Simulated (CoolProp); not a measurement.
Saturated liquid density (kg/m³) of R1233zd(E): the reference equation beside estimates from Tc = 438.9 K, pc = 35.83 bar, ω = 0.304. Rackett uses Z = 0.29056 − 0.08775 ω.

Values from CoolProp's reference Helmholtz-energy equation of state, Akasaka 2022.

```json
[
 {"T (K)": "313.2", "reference": "1226", "Rackett": "1233", "Redlich-Kwong": "1045", "Soave-Redlich-Kwong": "1098", "Peng-Robinson": "1243"},
 {"T (K)": "321.5", "reference": "1204", "Rackett": "1211", "Redlich-Kwong": "1022", "Soave-Redlich-Kwong": "1076", "Peng-Robinson": "1219"},
 {"T (K)": "329.8", "reference": "1182", "Rackett": "1188", "Redlich-Kwong": "998.6", "Soave-Redlich-Kwong": "1053", "Peng-Robinson": "1194"},
 {"T (K)": "338.1", "reference": "1159", "Rackett": "1165", "Redlich-Kwong": "974.0", "Soave-Redlich-Kwong": "1029", "Peng-Robinson": "1167"},
 {"T (K)": "346.4", "reference": "1135", "Rackett": "1140", "Redlich-Kwong": "948.3", "Soave-Redlich-Kwong": "1004", "Peng-Robinson": "1139"},
 {"T (K)": "354.7", "reference": "1110", "Rackett": "1115", "Redlich-Kwong": "921.2", "Soave-Redlich-Kwong": "976.4", "Peng-Robinson": "1108"},
 {"T (K)": "363", "reference": "1084", "Rackett": "1088", "Redlich-Kwong": "892.6", "Soave-Redlich-Kwong": "947.2", "Peng-Robinson": "1075"},
 {"T (K)": "371.3", "reference": "1056", "Rackett": "1060", "Redlich-Kwong": "862.4", "Soave-Redlich-Kwong": "916.0", "Peng-Robinson": "1040"},
 {"T (K)": "379.7", "reference": "1026", "Rackett": "1029", "Redlich-Kwong": "829.8", "Soave-Redlich-Kwong": "881.8", "Peng-Robinson": "1001"},
 {"T (K)": "388", "reference": "994.0", "Rackett": "997.3", "Redlich-Kwong": "795.2", "Soave-Redlich-Kwong": "845.2", "Peng-Robinson": "958.5"},
 {"T (K)": "396.3", "reference": "959.0", "Rackett": "962.3", "Redlich-Kwong": "757.8", "Soave-Redlich-Kwong": "804.9", "Peng-Robinson": "911.8"},
 {"T (K)": "404.6", "reference": "919.9", "Rackett": "923.5", "Redlich-Kwong": "716.7", "Soave-Redlich-Kwong": "760.2", "Peng-Robinson": "859.7"},
 {"T (K)": "412.9", "reference": "875.1", "Rackett": "879.4", "Redlich-Kwong": "670.7", "Soave-Redlich-Kwong": "709.4", "Peng-Robinson": "800.1"}
]
```

Absolute difference from the reference over all 13 rows, mean and median: Rackett 0.4 and 0.4 %, Redlich-Kwong 18.2 and 17.7 %, Soave-Redlich-Kwong 13.4 and 12.6 %, Peng-Robinson 2.6 and 1.4 %.
